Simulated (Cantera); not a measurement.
Low-pressure radical oxidation in H2/O2

An isothermal, constant-pressure homogeneous reactor starts with H₂ : O₂ : N₂ = 0.065 : 1 : 2.7 (molar parts), at 1075 K and 0.0190 bar.

Model: GRI-Mech 3.0 (53 species, 325 reactions), integrated in Cantera. Radical loss at walls, strong at low pressure, is not modelled.

```json
[
 {"t (s)": "6.00e-5", "x H₂": "0.0173", "x O₂": "0.266", "x NO₂": "<1e-12", "x O": "3.29e-12", "x H₂O₂": "<1e-12", "x NO": "<1e-12", "x N₂O": "<1e-12"},
 {"t (s)": "0.000266", "x H₂": "0.0173", "x O₂": "0.266", "x NO₂": "<1e-12", "x O": "5.12e-11", "x H₂O₂": "<1e-12", "x NO": "<1e-12", "x N₂O": "<1e-12"},
 {"t (s)": "0.00118", "x H₂": "0.0173", "x O₂": "0.266", "x NO₂": "<1e-12", "x O": "1.08e-9", "x H₂O₂": "<1e-12", "x NO": "<1e-12", "x N₂O": "<1e-12"},
 {"t (s)": "0.00524", "x H₂": "0.0173", "x O₂": "0.266", "x NO₂": "<1e-12", "x O": "3.20e-6", "x H₂O₂": "2.09e-11", "x NO": "<1e-12", "x N₂O": "<1e-12"},
 {"t (s)": "0.0233", "x H₂": "0.000310", "x O₂": "0.255", "x NO₂": "4.31e-12", "x O": "0.00694", "x H₂O₂": "3.73e-8", "x NO": "9.82e-8", "x N₂O": "4.68e-9"},
 {"t (s)": "0.103", "x H₂": "7.30e-5", "x O₂": "0.258", "x NO₂": "2.73e-11", "x O": "0.00166", "x H₂O₂": "3.83e-8", "x NO": "1.97e-7", "x N₂O": "1.14e-8"},
 {"t (s)": "0.458", "x H₂": "5.13e-6", "x O₂": "0.259", "x NO₂": "1.82e-10", "x O": "0.000121", "x H₂O₂": "2.32e-8", "x NO": "2.02e-7", "x N₂O": "1.53e-8"},
 {"t (s)": "2.03", "x H₂": "3.18e-7", "x O₂": "0.259", "x NO₂": "4.67e-10", "x O": "7.95e-6", "x H₂O₂": "5.86e-9", "x NO": "2.02e-7", "x N₂O": "1.66e-8"},
 {"t (s)": "9.01", "x H₂": "3.19e-8", "x O₂": "0.259", "x NO₂": "4.62e-10", "x O": "8.43e-7", "x H₂O₂": "1.05e-9", "x NO": "2.02e-7", "x N₂O": "1.71e-8"},
 {"t (s)": "40.0", "x H₂": "4.78e-9", "x O₂": "0.259", "x NO₂": "3.24e-10", "x O": "1.31e-7", "x H₂O₂": "1.97e-10", "x NO": "2.03e-7", "x N₂O": "1.71e-8"}
]
```
x: mole fraction; the columns are a selection and need not sum to one.

Equilibrium at this temperature and pressure: H₂ 1.75e-10, O₂ 0.259, NO₂ 3.64e-7, O 4.88e-9, H₂O₂ 8.42e-12, NO 7.21e-5, N₂O 7.30e-10 (gas phase only).
